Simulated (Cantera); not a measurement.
A Cantera script and what it prints.

```python
import numpy as np
import cantera as ct

gas_names = [...]  # 109 gases of nasa_gas.yaml made of C, Cl, H, Si
cond_names = """
    C(gr) C6H6(L) C7H8(L) C8H18(L),n-octa Si(cr) Si(L) SiC(b)
""".split()


# ... load() reads the species with a 1 bar reference pressure and builds the phases ...
atoms = {
    '(CH3)2SiCl2': {'C': 2, 'H': 6, 'Si': 1, 'CL': 2},
    'H2': {'H': 2},
}
top_T = {'C(gr)': 4500, 'SiC(b)': 3050}  # K; cautious upper limits of use, not melting points


# ... equilibrate(T, P, feed) seeds the gas with the atoms and calls Mixture.equilibrate('TP', solver="vcs", rtol=1e-11, max_steps=5000) ...
results = []
feed = {'(CH3)2SiCl2': 1, 'H2': 120}  # mol
T = 1050  # K
P = 490  # Pa
mix = equilibrate(T, P, feed)
results.append((T, P, feed, dict(zip(mix.species_names, mix.species_moles))))
x = sorted(zip(gas.X, gas.species_names), reverse=True)
print(f"T = {T:g} K  P = {P:g} Pa  gas = {mix.phase_moles(0):.4g} mol")
print("   x: " + "  ".join(f"{s} {v:.3e}" for v, s in x if v > 1e-06))
print("   condensed (mol): " + ("  ".join(f"{mix.phase(i).name} {mix.phase_moles(i):.4g}"
      for i in range(1, mix.n_phases) if mix.phase_moles(i) > 1e-12) or "none"))
```

Output:

```
T = 1050 K  P = 490 Pa  gas = 124 mol
   x: H2 9.836e-01  HCL 1.613e-02  CH4 2.714e-04
   condensed (mol): C(gr) 0.9664  SiC(b) 0.9999
```

These are equilibrium values from Cantera (NASA tables, ideal gas, pure condensed phases), not measurements of a reactor. The feed counts by its element totals alone.
